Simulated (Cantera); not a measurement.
**Thermodynamics of sublimation and decomposition of ceramics, feed SiO2 + C + N2**

Feed: 1 mol SiO2, 0.0067 mol C, 5.7 mol N2, held at 1673 K and 7.43 Torr.

Cantera equilibrium calculation (NASA polynomials, part measured and part estimated; ideal gas, pure solids and liquids). Candidate condensed phases: C, Si, SiC, SiO2, Si2N2O, Si3N4; 34 gas species. The tables hold silica as quartz up to 1696 K and as liquid above; real silica turns to tridymite and cristobalite and melts near 1996 K. Equilibrium is a limit: real reactors are often held back by kinetics, nucleation or transport.

The x(N2) is 0.998 and the x(SiO) comes out as 0.00118. The x(CO) is 0.00117. The x(CO2) comes out as 4.54e-6 and the n(SiO2(β-quartz)) is 0.993 mol. The gas amount comes out as 5.713 mol and the log10 activity of Si(s) (absent) comes out as -5.74. The log10 activity of C(graphite) (absent) comes out as -6.30.
